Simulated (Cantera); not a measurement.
Feed: 1 mol CsOH, 0.11 mol H2, equilibrated at 1425 °C and 2.20 bar.

Method: chemical equilibrium by Gibbs-energy minimisation in Cantera with the NASA 1993 tables (ideal gas, pure condensed phases). Candidate condensed phases: Cs, CsOH, H2O; 15 gas species. The numbers say what is thermodynamically allowed, not how fast it happens.

Base state: CsOH 0.757, H2O 0.0982, Cs 0.0980, H2 0.0453, Cs2(OH)2 0.00141, Cs2 0.000111, H 2.07e-5 (mole fractions); condensed: gas only.

Q: What changes in the equilibrium state with this change: H2 from 0.11 to 0.4 mol?

A: 
| species | before | after |
|---|---|---|
| CsOH | 0.757 | 0.548 |
| H2 | 0.0453 | 0.207 |
| H2O | 0.0982 | 0.122 |
| Cs | 0.0980 | 0.122 |
| H | 2.07e-5 | 4.44e-5 |
| Cs2(OH)2 | 0.00141 | 0.000736 |
